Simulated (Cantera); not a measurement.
Input: 1 mol SiC, 1 mol O2, 350 mol N2, 0.028 mol CO2, at 1025 °C.

Cantera equilibrium calculation (NASA polynomials, part measured and part estimated; ideal gas, pure solids and liquids). Candidate condensed phases: C, Si, SiC, SiO2, Si2N2O, Si3N4; 34 gas species. N2 is the only nitrogen source here; it is nearly inert below about 1500 K, so the nitride shown seldom forms there in practice. Mutual solubility and eutectic melting of coexisting phases are not modelled. The tables hold silica as quartz up to 1696 K and as liquid above; real silica turns to tridymite and cristobalite and melts near 1996 K. Equilibrium is a limit: real reactors are often held back by kinetics, nucleation or transport.

x: gas mole fraction; n: condensed amount in mol.

```csv
P (Pa),x N2,x CO,x SiO,x CO2,x SiO2,n SiO2(β-quartz),n Si2N2O(s)
0.100,0.994,0.00292,0.00276,1.17e-6,1.31e-9,0.0276,0
0.750,0.994,0.00292,0.00276,___,1.75e-10,0.0279,0
5.60,0.995,0.00292,0.00195,2.97e-8,2.34e-11,0.124,0.0957
42,0.997,0.00293,0.000133,5.84e-8,3.12e-12,0.336,0.309
320,0.997,0.00293,8.84e-6,1.15e-7,<1e-12,0.351,0.323
2400,0.997,0.00293,6.02e-7,2.25e-7,<1e-12,0.352,0.324
18000,0.997,0.00293,___,___,<1e-12,0.352,0.324
130000,0.997,0.00293,2.94e-9,8.51e-7,<1e-12,0.352,0.324
1000000,0.997,0.00293,1.94e-10,1.68e-6,<1e-12,0.352,0.324
```

Question: Complete the blanks.

Answer: 
- 0.750, x CO2: 1.56e-7
- 18000, x SiO: 4.10e-8
- 18000, x CO2: 4.40e-7
